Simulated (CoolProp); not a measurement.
Methanol along the isotherm 348.5 K: density (kg/m³) from the reference equation and from simpler models built on Tc = 513.4 K, pc = 8.216 MPa, ω = 0.565; each cubic takes its own stable root.

Computed with CoolProp (reference Helmholtz-energy equation of state, de Reuck 1993).

```
p (MPa)   phase  reference
-------  ------  ---------
9.13     liquid      748.7
18.3     liquid      758.8
27.4     liquid      767.9
36.5     liquid      776.1
45.6     liquid      783.7
54.8     liquid      790.9
63.9     liquid      797.5
73       liquid      803.8
82.2     liquid      809.8
```

Q: How far does each simpler model (van der Waals, Redlich-Kwong, Soave-Redlich-Kwong, Peng-Robinson) lie from the reference over these 9 states: mean and median of the absolute difference, and the worst?

A: 
- van der Waals: mean 49.2 %, median 48.9 %, worst -50.6 % at 348.5 K and 9.13 MPa
- Redlich-Kwong: mean 28.3 %, median 28.1 %, worst -28.9 % at 348.5 K and 9.13 MPa
- Soave-Redlich-Kwong: mean 24.6 %, median 24.7 %, worst -25.5 % at 348.5 K and 82.2 MPa
- Peng-Robinson: mean 15.4 %, median 15.5 %, worst -16.6 % at 348.5 K and 82.2 MPa
